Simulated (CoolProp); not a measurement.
A single-stage vapour-compression cycle with C3F8 (R218): evaporating at 269.15 K (dew point), condensing at 334.15 K (bubble point), superheat 10 K, subcooling 5 K, compressor efficiency 0.85, no pressure losses. Each further row changes one setting.

Model: reference Helmholtz-energy equation of state, Lemmon 2006, in CoolProp. It is a short technical equation, of lower accuracy than the large ones.

```tsv
case	cooling COP	pressure ratio	discharge temperature (K)	refrigerating effect (kJ/kg)	volumetric capacity (kJ/m³)
as stated	1.43	5.72	334.2	28.9	953
evaporating temperature 274.15 K	1.75	4.85	334.2	32.0	1240
condensing temperature 329.15 K	1.86	5.11	329.1	35.7	1180
subcooling 10 K	1.79	5.72	334.2	36.0	1190
superheat 20 K	1.70	5.72	339.8	37.1	1160
compressor efficiency 0.75	1.27	5.72	335.0	28.9	953
```

The compression ends wet for: as stated; condensing temperature 329.15 K; subcooling 10 K.
